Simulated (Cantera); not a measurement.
An adiabatic, constant-pressure homogeneous reactor starts with 6.61 % C2H4, 18.0 % O2, 68.1 % N2, 7.27 % H2O, at 1498 K and 0.296 atm.

Cantera simulation using GRI-Mech 3.0 (53 species, 325 reactions); the numbers are that mechanism's predictions, not measurements. GRI-Mech 3.0 was tuned for natural gas; its chemistry of ethylene as a main component is partial and can be far from experiment.

x: mole fraction; the columns are a selection and need not sum to one.

| t (s) | T (K) | x C2H4 | x O2 | x CH2CO | x C2H2 | x CH2 | x NO |
|---|---|---|---|---|---|---|---|
| 5.00e-6 | 1498 | 0.0661 | 0.180 | 5.59e-9 | 2.03e-6 | <1e-12 | <1e-12 |
| 1.52e-5 | 1498 | 0.0661 | 0.180 | 1.10e-7 | 6.16e-6 | 1.91e-12 | <1e-12 |
| 4.60e-5 | 1498 | 0.0660 | 0.180 | 2.91e-5 | 2.50e-5 | 2.20e-9 | <1e-12 |
| 0.000140 | 2400 | <1e-12 | 0.0290 | <1e-12 | <1e-12 | <1e-12 | 4.88e-5 |
| 0.000423 | 2480 | <1e-12 | (withheld) | <1e-12 | <1e-12 | <1e-12 | (withheld) |
| 0.00128 | 2606 | <1e-12 | 0.0230 | <1e-12 | <1e-12 | <1e-12 | 0.000963 |
| 0.00389 | 2670 | <1e-12 | 0.0205 | <1e-12 | <1e-12 | <1e-12 | 0.00355 |
| 0.0118 | 2667 | <1e-12 | 0.0191 | <1e-12 | <1e-12 | <1e-12 | (withheld) |
| 0.0358 | 2666 | <1e-12 | 0.0189 | <1e-12 | <1e-12 | <1e-12 | 0.00813 |
| 0.109 | 2666 | <1e-12 | 0.0189 | <1e-12 | <1e-12 | <1e-12 | 0.00814 |
| 0.330 | 2666 | <1e-12 | 0.0189 | <1e-12 | <1e-12 | <1e-12 | 0.00814 |
| 1.00 | 2666 | <1e-12 | 0.0189 | <1e-12 | <1e-12 | <1e-12 | 0.00814 |

**Question.** Fill in the missing entries.

**Answer.** 
- 0.000423, x O2: 0.0261
- 0.000423, x NO: 0.000219
- 0.0118, x NO: 0.00728
